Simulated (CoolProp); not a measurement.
Ethane at 415.37 K and 7.48 MPa is throttled through a valve to 2.45 MPa with no heat exchange. Each further row changes one setting.

Computed with CoolProp (reference Helmholtz-energy equation of state, Bücker 2006).

```json
[
 {"case": "as stated", "temperature change (K)": "…", "final density (kg/m³)": "…"},
 {"case": "outlet pressure 0.735 MPa", "temperature change (K)": "…", "final density (kg/m³)": "7.18"},
 {"case": "outlet pressure 3.19 MPa", "temperature change (K)": "…", "final density (kg/m³)": "32.5"}
]
```

Problem. Some entries are withheld; supply them.

Solution. 
- as stated, temperature change (K): -25.4
- as stated, final density (kg/m³): 24.7
- outlet pressure 0.735 MPa, temperature change (K): -35.2
- outlet pressure 3.19 MPa, temperature change (K): -21.3
